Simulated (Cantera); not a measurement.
Input: 1 mol B2O3, 0.92 mol NF3, 0.61 mol O2, held at 10000 Pa.

Cantera equilibrium calculation (NASA polynomials, part measured and part estimated; ideal gas, pure solids and liquids). Candidate condensed phases: B, BN, B2O3; 31 gas species. Equilibrium is a limit: real reactors are often held back by kinetics, nucleation or transport. All values below are at 1277 °C.

Base state: O2 0.381, BOF 0.319, BF3 0.142, N2 0.135, B3O3F3 0.0216, NO 0.000863, B2O3 0.000583, BOF2 0.000509 (mole fractions); condensed: B2O3(l).

**Question.** What changes in the equilibrium state with this change: O2 from 0.61 to 18 mol?

**Answer.** 
```json
[
 {"species": "O2", "before": "0.381", "after": "0.884"},
 {"species": "BOF", "before": "0.319", "after": "0.0755"},
 {"species": "N2", "before": "0.135", "after": "0.0215"},
 {"species": "BF3", "before": "0.142", "after": "0.0180"},
 {"species": "B3O3F3", "before": "0.0216", "after": "0.000286"},
 {"species": "B2O3", "before": "0.000583", "after": "6.08e-5"},
 {"species": "BOF2", "before": "0.000509", "after": "0.000109"},
 {"species": "BO2", "before": "0.000113", "after": "4.49e-5"},
 {"species": "B2O3(l), mol", "before": "0.102", "after": "0"}
]
```
